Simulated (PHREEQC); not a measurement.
A solution holds 2.5 mmol/kgw HF, 72 mmol/kgw NaF, 0.36 mmol/kgw H4SiO4 and 130 mmol/kgw H2SO4, at 25 °C. Closed to the air; pH follows from the charge balance.

Computed with PHREEQC (ion-association model, wateq4f.dat).

```yaml
pH: 1.12
ionic_strength: 0.196 mol/kgw
activity_of_water: 0.994
total_alkalinity: -262 meq/kg
```

```json
[
 {"species": "HSO4-", "molality": "0.0948", "activity": "0.0693", "log γ": "-0.136"},
 {"species": "H+", "molality": "0.0948", "activity": "0.0757", "log γ": "-0.098"},
 {"species": "Na+", "molality": "0.0688", "activity": "0.0512", "log γ": "-0.128"},
 {"species": "HF", "molality": "0.0549", "activity": "0.0574", "log γ": "0.020"},
 {"species": "SO4-2", "molality": "0.0319", "activity": "0.00941", "log γ": "-0.531"},
 {"species": "H2F2", "molality": "0.00821", "activity": "0.00859", "log γ": "0.020"},
 {"species": "NaSO4-", "molality": "0.00323", "activity": "0.00242", "log γ": "-0.126"},
 {"species": "F-", "molality": "0.000714", "activity": "0.000506", "log γ": "-0.150"},
 {"species": "SiF6-2", "molality": "0.000360", "activity": "0.000108", "log γ": "-0.523"}
]
```

Precipitation was switched off in this run. wateq4f.dat counts part of the HF as a dimer, H2F2, which phreeqc.dat doesn't know; its constant is uncertain. SiF6-2 is the database's only silicon fluoride.
